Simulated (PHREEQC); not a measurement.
Make-up at 20 °C: 0.0039 mol/kgw Na2SiO3. Closed to the air; pH follows from the charge balance.

Equilibrium calculation in PHREEQC: ion-association model, wateq4f.dat.

This is a speciation only: nothing precipitates in the calculation.

Problem. Predict the pH, ionic strength.

Solution. pH 11.71; ionic strength 0.00792 mol/kgw.

Problem. In which forms is Si present?

Solution. H3SiO4- 96 %, H2SiO4-2 3.1 %, H4SiO4 1.4 % of the Si.
